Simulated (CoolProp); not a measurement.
Model: reference Helmholtz-energy equation of state, Setzmann 1991, in CoolProp.

**Question.** For methane, give the phase and the speed of sound (m/s), Prandtl number at 314.2 K and 368 bar.

**Answer.** 
- 314.2 K and 368 bar: supercritical; speed of sound 718, Prandtl number 1.10

Viscosity comes from a separate model (Quiñones-Cisneros 2006). Thermal conductivity comes from a separate model (Friend 1989).
